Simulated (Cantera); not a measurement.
An isothermal, constant-pressure homogeneous reactor starts with H2 : O2 : N2 = 0.055 : 1 : 2.6 (molar parts), equivalence ratio 0.028, at 1425 K and 6.60 Torr. Integrator tolerance rtol = 1e-08.

Cantera simulation using the H2/O2 subset of GRI-Mech 3.0, which has no nitrogen chemistry; the numbers are that mechanism's predictions, not measurements. Radical loss at walls, strong at low pressure, is not modelled.

What does this change do: 0.25 parts H2O added?


```csv
quantity,before,after
x(H2) at 10.0 s,4.88e-6 (gas-phase equilibrium 2.07e-7),5.15e-6 (gas-phase equilibrium 1.11e-6)
x(O2) at 10.0 s,0.268 (gas-phase equilibrium 0.268),0.251 (gas-phase equilibrium 0.251)
x(OH) at 10.0 s,0.000259 (gas-phase equilibrium 5.33e-5),0.000257 (gas-phase equilibrium 0.000119)
x(HO2) at 10.0 s,2.87e-8 (gas-phase equilibrium 1.58e-8),2.81e-8 (gas-phase equilibrium 3.43e-8)
x(H) at 10.0 s,3.84e-6 (gas-phase equilibrium 3.33e-8),7.70e-7 (gas-phase equilibrium 7.71e-8)
x(H2O) at 10.0 s,0.0150 (gas-phase equilibrium 0.0151),0.0785 (gas-phase equilibrium 0.0786)
x(H2O2) at 10.0 s,1.03e-9 (gas-phase equilibrium 9.67e-11),1.26e-9 (gas-phase equilibrium 4.86e-10)
```
